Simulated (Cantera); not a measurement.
# CO + H₂O + N₂ (carbon deposition, reforming and gasification)

A closed system holds: 1 mol CO, 1 mol H₂O, 8.1 mol N₂, at 66.8 Torr.

Cantera equilibrium calculation (NASA polynomials, part measured and part estimated; ideal gas, pure solids and liquids). Candidate condensed phases: C, C₆H₆, C₇H₈, C₈H₁₈, H₂O; 169 gas species. Ions and electrons are included (thermal ionisation). Kinetics and transport are ignored.

| T (°C) | x N₂ | x H | x N | x CO | x O | x H₂ | x OH | x H₂O |
|---|---|---|---|---|---|---|---|---|
| 2727 | 0.723 | 0.0846 | 3.97e-5 | 0.0836 | 0.0316 | 0.0256 | 0.0156 | 0.0142 |
| 3227 | 0.677 | 0.151 | 0.000611 | 0.0834 | 0.0683 | 0.00583 | 0.00452 | 0.000379 |
| 3727 | 0.666 | 0.163 | 0.00486 | 0.0827 | 0.0777 | 0.000929 | 0.000789 | 7.70e-6 |
| 4227 | 0.649 | 0.163 | 0.0243 | 0.0817 | 0.0794 | 0.000198 | 0.000176 | 3.05e-7 |
| 4727 | 0.597 | 0.158 | 0.0858 | 0.0777 | 0.0790 | 5.37e-5 | 5.00e-5 | 2.10e-8 |
x: gas mole fraction; nothing condenses.

From 2727 °C to 4727 °C nothing is condensed. The main C-bearing gas is CO throughout.
